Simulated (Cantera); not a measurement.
Input (Python, Cantera) and output of one run.

```python
import numpy as np
import cantera as ct

gas_names = [...]  # 110 gases of nasa_gas.yaml made of C, H, O
cond_names = """
    C(gr) C6H6(L) C7H8(L) C8H18(L),n-octa H2O(s) H2O(L)
""".split()


# ... load() reads the species with a 1 bar reference pressure and builds the phases ...
atoms = {
    'CH4': {'C': 1, 'H': 4},
    'O2': {'O': 2},
    'H2': {'H': 2},
}
top_T = {'C(gr)': 4500}  # K; cautious upper limits of use, not melting points


# ... equilibrate(T, P, feed) seeds the gas with the atoms and calls Mixture.equilibrate('TP', solver="vcs", rtol=1e-11, max_steps=5000) ...
results = []
feed = {'CH4': 1, 'O2': 0.96, 'H2': 0.46}  # mol
P = 1000  # Pa
for T in [1450, 1550, 1650, 1750, 1850, 1950, 2050, 2150, 2250]:
    mix = equilibrate(T, P, feed)
    results.append((T, P, feed, dict(zip(mix.species_names, mix.species_moles))))

top = {s: max(r[3][s] / sum(r[3][g] for g in gas_names) for r in results) for s in gas_names}
cols = sorted((s for s in top if top[s] > 0.001), key=lambda s: -top[s])[:6]
seen = [c for c in cond_names if any(r[3].get(c, 0) > 1e-12 for r in results)]
print("log10 of partial pressures in bar; condensed amounts in mol")
print(f"{'T/K':>10s}" + "".join(f"{s[:9]:>10s}" for s in cols + seen))
for T, P, feed, n in results:
    ng = sum(n[g] for g in gas_names)
    print(f"{T:10.4g}" + "".join(f"{np.log10(max(n[s] / ng * P / 1e5, 1e-99)):10.3f}" for s in cols)
          + "".join(f"{n.get(c, 0):10.4g}" for c in seen))
```

Result:

```
log10 of partial pressures in bar; condensed amounts in mol
       T/K        H2        CO       H2O         H       CO2        OH
      1450    -2.309    -2.614    -2.657    -6.179    -3.339    -8.147
      1550    -2.313    -2.606    -2.648    -5.658    -3.387    -7.467
      1650    -2.317    -2.599    -2.641    -5.200    -3.430    -6.869
      1750    -2.321    -2.594    -2.635    -4.794    -3.468    -6.340
      1850    -2.324    -2.590    -2.631    -4.431    -3.501    -5.869
      1950    -2.329    -2.588    -2.629    -4.105    -3.531    -5.447
      2050    -2.335    -2.587    -2.629    -3.812    -3.558    -5.067
      2150    -2.345    -2.588    -2.631    -3.548    -3.582    -4.723
      2250    -2.361    -2.591    -2.639    -3.310    -3.605    -4.411
```

Method: chemical equilibrium by Gibbs-energy minimisation in Cantera with the NASA 1993 tables (ideal gas, pure condensed phases).
